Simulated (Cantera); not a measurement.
Input: 1 mol AlCl₃, 9.6 mol N₂, 780 mol H₂, held at 1525 °C and 0.00133 bar.

Method: chemical equilibrium by Gibbs-energy minimisation in Cantera with the NASA 1993 tables (ideal gas, pure condensed phases). Candidate condensed phases: Al, AlCl₃, AlN, NH₄Cl; 20 gas species. The numbers say what is thermodynamically allowed, not how fast it happens.

Base state: H₂ 0.975, N₂ 0.0121, H 0.00953, HCl 0.00255, AlCl 0.00120, Al 5.48e-5, Cl 1.91e-5 (mole fractions); condensed: gas only.

What changes in the equilibrium state with this change: pressure from 0.00133 bar to 0.00580 bar?


```
species   before    after
-------  -------  -------
H₂         0.975    0.980
N₂        0.0121   0.0121
H        0.00953  0.00458
AlCl     0.00120  0.00123
Cl       1.91e-5  9.09e-6
Al       5.48e-5  2.71e-5
```

What changes in the equilibrium state with this change: pressure from 0.00133 bar to 0.100 bar?


```tsv
species	before	after
H₂	0.975	0.983
N₂	0.0121	0.0121
HCl	0.00255	0.00252
H	0.00953	0.00111
AlCl	0.00120	0.00124
AlCl₂	1.17e-6	1.03e-5
Cl	1.91e-5	2.17e-6
Al	5.48e-5	6.67e-6
```
The tables' values for AlCl₂ are old estimates; treat these amounts as uncertain.
